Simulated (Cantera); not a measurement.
A perfectly stirred reactor is fed with 38.5 % H2, 12.8 % O2, 45.1 % N2, 3.55 % H2O, at 5.00 bar; it is adiabatic with a 625 K inlet, and is followed from long to short residence time, starting on the burning branch (τ in s: 0.067, 0.03, 0.013, 0.0058, 0.0026, 0.0011, 0.0005, 0.00022, 9.8e-05, 4.3e-05, 1.9e-05).

Detailed kinetics in Cantera: the H2/O2 subset of GRI-Mech 3.0, which has no nitrogen chemistry. The hydrogen kinetics of GRI-Mech 3.0 are dated; newer H2 mechanisms differ, most at raised pressure.

x: mole fraction; the columns are a selection and need not sum to one.

```tsv
τ (s)	T (K)	x H2	x O2	x H2O	x OH	x H	x HO2	x O
0.067	2469	0.146	3.38e-5	0.332	0.00176	0.00388	4.91e-8	3.08e-5
0.030	2468	0.146	4.13e-5	0.332	0.00180	0.00399	5.55e-8	3.26e-5
0.013	2466	0.146	5.80e-5	0.332	0.00191	0.00423	7.06e-8	3.67e-5
0.0058	2461	0.146	9.07e-5	0.332	0.00212	0.00472	1.04e-7	4.57e-5
0.0026	2452	0.146	0.000152	0.331	0.00251	0.00564	1.82e-7	6.51e-5
0.0011	2436	0.145	0.000271	0.329	0.00321	0.00739	3.80e-7	0.000110
0.00050	2412	0.145	[?]	0.327	[?]	[?]	[?]	[?]
0.00022	2375	0.144	0.000816	0.324	0.00556	0.0138	1.65e-6	0.000370
9.8e-5	2322	0.143	[?]	0.319	[?]	[?]	[?]	[?]
4.3e-5	2247	0.142	0.00248	0.313	0.00897	0.0269	6.23e-6	0.00124
1.9e-5	2147	0.141	0.00425	0.304	0.0104	0.0366	1.16e-5	0.00207
```

Q: Complete the blanks.

A: 
- 0.00050, x O2: 0.000464
- 0.00050, x OH: 0.00419
- 0.00050, x H: 0.00994
- 0.00050, x HO2: 7.86e-7
- 0.00050, x O: 0.000196
- 9.8e-5, x O2: 0.00142
- 9.8e-5, x OH: 0.00720
- 9.8e-5, x H: 0.0193
- 9.8e-5, x HO2: 3.26e-6
- 9.8e-5, x O: 0.000685
